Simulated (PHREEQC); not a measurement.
TMAH is added in steps, without added water, to 1 kg of water holding 0.0085 mol HF, 0.0026 mol NaF and 0.077 mol NaCl, at 25 °C. Oxygen is held at 0.21 atm. No CO2 enters from the air. Solids allowed: Halite. Others were left out.

Base run: PHREEQC, ion-association model, phreeqc.dat. Each further column changes one thing. The table gives HF (mol/kgw).

```tsv
TMAH added (mol)	base	HF from 0.0085 to 0.00425 mol/kgw	NaCl from 0.077 to 0.385 mol/kgw	NaCl from 0.077 to 0.0693 mol/kgw	no solid may form
0	0.00668	?	0.00626	0.00670	0.00668
0.00345	0.00425	0.000667	0.00403	0.00426	0.00425
0.006325	0.00189	?	0.00181	0.00189	0.00189
0.009775	1.26e-10	?	1.09e-10	1.26e-10	1.26e-10
0.01323	3.39e-11	1.10e-11	2.93e-11	3.40e-11	3.39e-11
0.01667	1.96e-11	7.94e-12	1.69e-11	1.97e-11	1.96e-11
0.01955	1.45e-11	6.45e-12	1.25e-11	1.45e-11	1.45e-11
0.023	1.10e-11	5.26e-12	9.53e-12	1.11e-11	1.10e-11
```

Task: Complete the blanks.

Result: 
- 0, HF from 0.0085 to 0.00425 mol/kgw: 0.00323
- 0.006325, HF from 0.0085 to 0.00425 mol/kgw: 4.77e-11
- 0.009775, HF from 0.0085 to 0.00425 mol/kgw: 1.79e-11

(CH3)4N+ isn't in the database: it is added as a free cation with an ion size of 4 Å.
